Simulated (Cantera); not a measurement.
Mixture: 13.8 % CH₃OH, 17.2 % O₂, 64.7 % N₂, 4.27 % H₂O, equivalence ratio 1.2, at 20.0 bar, adiabatic and at constant volume. Ignition delay is the time to a rise of 400 K.

Cantera simulation using GRI-Mech 3.0 (53 species, 325 reactions); the numbers are that mechanism's predictions, not measurements. GRI-Mech 3.0 was tuned for natural gas; its chemistry of methanol as a main component is partial and can be far from experiment. The pressure lies above the range GRI-Mech 3.0 was tuned for (to about 10 atm).

**Question.** Predict: delay at 1250 K; delay at 1325 K; delay at 1400 K; delay at 1475 K; delay at 1550 K; delay at 1625 K; apparent activation energy between 1475 and 1625 K.

**Answer.** delay at 1250 K: 0.354 ms
delay at 1325 K: 0.117 ms
delay at 1400 K: 43.8 µs
delay at 1475 K: 18.5 µs
delay at 1550 K: 8.64 µs
delay at 1625 K: 4.41 µs
apparent activation energy between 1475 and 1625 K: 190 kJ/mol
